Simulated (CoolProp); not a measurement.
Vapour-liquid equilibrium of ethylene (1) + isobutane (2) at 0.385 MPa; x and y are mole fractions of (1).

Computed with CoolProp (multi-fluid Helmholtz-energy mixture model, Smukala 2000 and Bücker 2006; pair parameters Bell 2016).

```json
[
 {"x": "0.05", "bubble temperature (°C)": "11.3", "y at the bubble point": "0.405", "dew temperature at overall composition x (°C)": "26.4", "liquid density (mol/L)": "9.953"},
 {"x": "0.125", "bubble temperature (°C)": "-9.8", "y at the bubble point": "0.728", "dew temperature at overall composition x (°C)": "23.6", "liquid density (mol/L)": "10.72"},
 {"x": "0.2", "bubble temperature (°C)": "-25.2", "y at the bubble point": "0.865", "dew temperature at overall composition x (°C)": "20.6", "liquid density (mol/L)": "11.40"},
 {"x": "0.275", "bubble temperature (°C)": "-36.5", "y at the bubble point": "0.926", "dew temperature at overall composition x (°C)": "17.4", "liquid density (mol/L)": "12.05"},
 {"x": "0.35", "bubble temperature (°C)": "-45.0", "y at the bubble point": "0.957", "dew temperature at overall composition x (°C)": "14.0", "liquid density (mol/L)": "12.68"},
 {"x": "0.425", "bubble temperature (°C)": "-51.7", "y at the bubble point": "0.973", "dew temperature at overall composition x (°C)": "10.3", "liquid density (mol/L)": "13.30"},
 {"x": "0.5", "bubble temperature (°C)": "-57.1", "y at the bubble point": "0.983", "dew temperature at overall composition x (°C)": "6.2", "liquid density (mol/L)": "13.94"},
 {"x": "0.575", "bubble temperature (°C)": "-61.6", "y at the bubble point": "0.989", "dew temperature at overall composition x (°C)": "1.7", "liquid density (mol/L)": "14.60"},
 {"x": "0.65", "bubble temperature (°C)": "-65.3", "y at the bubble point": "0.993", "dew temperature at overall composition x (°C)": "-3.5", "liquid density (mol/L)": "15.28"},
 {"x": "0.725", "bubble temperature (°C)": "-68.5", "y at the bubble point": "0.995", "dew temperature at overall composition x (°C)": "-9.5", "liquid density (mol/L)": "15.98"},
 {"x": "0.8", "bubble temperature (°C)": "-71.3", "y at the bubble point": "0.997", "dew temperature at overall composition x (°C)": "-16.9", "liquid density (mol/L)": "16.72"},
 {"x": "0.875", "bubble temperature (°C)": "-73.7", "y at the bubble point": "0.999", "dew temperature at overall composition x (°C)": "-26.8", "liquid density (mol/L)": "17.48"},
 {"x": "0.95", "bubble temperature (°C)": "-75.8", "y at the bubble point": "1.000", "dew temperature at overall composition x (°C)": "-42.9", "liquid density (mol/L)": "18.27"}
]
```

No azeotrope shows between x = 0.05 and 0.95.

The pair parameters rest on a limited set of measurements; away from them the model extrapolates.
